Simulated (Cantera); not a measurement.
Input (Python, Cantera) and output of one run.

```python
import numpy as np
import cantera as ct

gas_names = """
    B BH BH2 BH3 BO BO2 B2 B2O B2O2 B2O3 B3O3H3 H HBO HBO2 HO2 H2 H2O H2O2 H3B3O6 O OH O2 O3
""".split()
cond_names = """
    B(b) B(L) B2O3(L) B3O3H3(cr) H2O(s) H2O(L)
""".split()


def load(file, names, dense=False):
    # The tables refer to 1 bar. Condensed volumes are neglected.
    table = {s.name: s for s in ct.Species.list_from_file(file)}
    out = []
    for n in names:
        d = dict(table[n].input_data)
        d["thermo"] = dict(d["thermo"], **{"reference-pressure": 1e5})
        if dense:
            d["equation-of-state"] = {"model": "constant-volume", "density": "1e6 g/cm^3"}
        out.append(ct.Species.from_dict(d))
    return out


gas = ct.Solution(thermo="ideal-gas", species=load("nasa_gas.yaml", gas_names))
cond = {s.name: ct.Solution(thermo="fixed-stoichiometry", species=[s], name=s.name)
        for s in load("nasa_condensed.yaml", cond_names, dense=True)}
atoms = {
    'B2O3': {'B': 2, 'O': 3},
    'H2': {'H': 2},
    'O2': {'O': 2},
}
top_T = {}  # K; cautious upper limits of use, not melting points


def equilibrate(T, P, feed):
    n = {}
    for name, mol in feed.items():
        for a, k in atoms[name].items():
            n[a] = n.get(a, 0.0) + k * mol
    gas.TPX = T, P, n
    mass = sum(n.values()) * gas.mean_molecular_weight
    gas.equilibrate("TP")
    valid = [c for c in cond.values() if c.min_temp <= T <= top_T.get(c.name, c.max_temp)]
    mix = ct.Mixture([(gas, mass / gas.mean_molecular_weight)] + [(c, 0.0) for c in valid])
    mix.T, mix.P = T, P
    mix.equilibrate("TP", solver="vcs", rtol=1e-11, max_steps=5000)
    return mix


results = []
feed = {'B2O3': 1, 'H2': 12, 'O2': 0.48}  # mol
T = 1373.15  # K
for P in [10, 28, 77, 220, 600, 1700, 4600, 13000, 36000, 100000]:
    mix = equilibrate(T, P, feed)
    results.append((T, P, feed, dict(zip(mix.species_names, mix.species_moles))))
    x = sorted(zip(gas.X, gas.species_names), reverse=True)
    print(f"T = {T:g} K  P = {P:g} Pa  gas = {mix.phase_moles(0):.4g} mol")
    print("   x: " + "  ".join(f"{s} {v:.3e}" for v, s in x if v > 0.0001))
    print("   condensed (mol): " + ("  ".join(f"{mix.phase(i).name} {mix.phase_moles(i):.4g}"
          for i in range(1, mix.n_phases) if mix.phase_moles(i) > 1e-12) or "none"))
```

It prints:

```
T = 1373.15 K  P = 10 Pa  gas = 12.85 mol
   x: H2 8.582e-01  HBO2 1.056e-01  H2O 2.240e-02  B2O3 1.257e-02  HBO 9.335e-04  H 3.091e-04
   condensed (mol): B2O3(L) 0.154
T = 1373.15 K  P = 28 Pa  gas = 12.57 mol
   x: H2 8.780e-01  HBO2 8.044e-02  H2O 3.640e-02  B2O3 4.488e-03  HBO 4.478e-04  H 1.869e-04
   condensed (mol): B2O3(L) 0.4353
T = 1373.15 K  P = 77 Pa  gas = 12.37 mol
   x: H2 8.920e-01  HBO2 5.653e-02  H2O 4.944e-02  B2O3 1.632e-03  HBO 2.354e-04  H 1.136e-04
   condensed (mol): B2O3(L) 0.6286
T = 1373.15 K  P = 220 Pa  gas = 12.23 mol
   x: H2 9.023e-01  H2O 6.009e-02  HBO2 3.687e-02  B2O3 5.712e-04  HBO 1.278e-04
   condensed (mol): B2O3(L) 0.7666
T = 1373.15 K  P = 600 Pa  gas = 12.15 mol
   x: H2 9.088e-01  H2O 6.725e-02  HBO2 2.362e-02  B2O3 2.094e-04
   condensed (mol): B2O3(L) 0.8534
T = 1373.15 K  P = 1700 Pa  gas = 12.09 mol
   x: H2 9.132e-01  H2O 7.214e-02  HBO2 1.453e-02
   condensed (mol): B2O3(L) 0.9107
T = 1373.15 K  P = 4600 Pa  gas = 12.05 mol
   x: H2 9.158e-01  H2O 7.510e-02  HBO2 9.014e-03
   condensed (mol): B2O3(L) 0.9447
T = 1373.15 K  P = 13000 Pa  gas = 12.03 mol
   x: H2 9.175e-01  H2O 7.700e-02  HBO2 5.429e-03
   condensed (mol): B2O3(L) 0.9662
T = 1373.15 K  P = 36000 Pa  gas = 12.02 mol
   x: H2 9.185e-01  H2O 7.810e-02  HBO2 3.286e-03
   condensed (mol): B2O3(L) 0.9786
T = 1373.15 K  P = 100000 Pa  gas = 12.01 mol
   x: H2 9.191e-01  H2O 7.872e-02  HBO2 1.979e-03  H3B3O6 1.450e-04
   condensed (mol): B2O3(L) 0.9855
```

These are equilibrium values from Cantera (NASA tables, ideal gas, pure condensed phases), not measurements of a reactor. Gases not in the tables: H3BO3.
